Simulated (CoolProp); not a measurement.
A simple Rankine cycle with R236FA: condensing at 327.15 K, boiler at 2.46 MPa, turbine inlet 399 K, turbine efficiency 0.7, pump efficiency 0.7, no recuperator. Each further row changes one setting.

Values from CoolProp's reference Helmholtz-energy equation of state, Pan 2012.

| case | thermal efficiency (%) | net work (kJ/kg) | heat in (kJ/kg) | turbine exit temperature (K) | volume ratio over the turbine |
|---|---|---|---|---|---|
| as stated | 7.4 | 12.8 | 172 | 359.8 | 4.65 |
| condensing temperature 319.15 K | 8.4 | 15.4 | 183 | 355.2 | 5.87 |
| boiler pressure 1.72 MPa | 5.9 | 10.9 | 185 | 374.9 | 2.87 |
| turbine efficiency 0.6 | 6.2 | 10.7 | 172 | 362.0 | 4.70 |
